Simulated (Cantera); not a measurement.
Input (Python, Cantera) and output of one run.

```python
import numpy as np
import cantera as ct

gas_names = """
    H HO2 H2 H2O H2O2 Hg O OH O2 O3
""".split()
cond_names = """
    H2O(s) H2O(L) Hg(cr) Hg(L) HgO(s)
""".split()


# ... load() reads the species with a 1 bar reference pressure and builds the phases ...
atoms = {
    'Hg': {'Hg': 1},
    'O2': {'O': 2},
    'H2': {'H': 2},
}
top_T = {}  # K; cautious upper limits of use, not melting points


# ... equilibrate(T, P, feed) seeds the gas with the atoms and calls Mixture.equilibrate('TP', solver="vcs", rtol=1e-11, max_steps=5000) ...
results = []
T = 975  # K
P = 430  # Pa
for m in [8.4, 13, 19, 29, 43, 65, 98]:
    feed = {'Hg': 1, 'O2': 0.15, 'H2': m}  # mol
    mix = equilibrate(T, P, feed)
    results.append((T, P, feed, dict(zip(mix.species_names, mix.species_moles))))

top = {s: max(r[3][s] / sum(r[3][g] for g in gas_names) for r in results) for s in gas_names}
cols = sorted((s for s in top if top[s] > 1e-06), key=lambda s: -top[s])[:8]
seen = [c for c in cond_names if any(r[3].get(c, 0) > 1e-12 for r in results)]
print("log10 of partial pressures in bar; condensed amounts in mol")
print(f"{'n(H2)':>10s}" + "".join(f"{s[:9]:>10s}" for s in cols + seen))
for T, P, feed, n in results:
    ng = sum(n[g] for g in gas_names)
    print(f"{feed['H2']:10.4g}" + "".join(f"{np.log10(max(n[s] / ng * P / 1e5, 1e-99)):10.3f}" for s in cols)
          + "".join(f"{n.get(c, 0):10.4g}" for c in seen))
```

Output:

```
log10 of partial pressures in bar; condensed amounts in mol
     n(H2)        H2        Hg       H2O
       8.4    -2.431    -3.340    -3.863
        13    -2.409    -3.513    -4.036
        19    -2.396    -3.668    -4.190
        29    -2.386    -3.844    -4.367
        43    -2.380    -4.010    -4.533
        65    -2.375    -4.186    -4.709
        98    -2.372    -4.362    -4.885
```

Cantera equilibrium calculation (NASA polynomials, part measured and part estimated; ideal gas, pure solids and liquids).
